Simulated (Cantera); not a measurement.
An adiabatic, constant-volume homogeneous reactor starts with H₂ : O₂ : N₂ = 2 : 0.312 : 1.17 (molar parts), equivalence ratio 3.2, at 1723 K and 0.938 atm.

Computed with Cantera and GRI-Mech 3.0 (53 species, 325 reactions).

One state of this run: T (K) = 2841; P (bar) = 1.47; x H₂ = 0.401; x O₂ = 9.31e-5; x H₂O₂ = 2.88e-8; x NO = 0.000554; x OH = 0.00660; x H₂O = 0.183. x: mole fraction; the columns are a selection and need not sum to one.

### Question
Which value of t (s) does it belong to?
A) 3.74e-6
B) 1.40e-5
C) 0.535
D) 5.23e-5

### Answer
C, 0.535
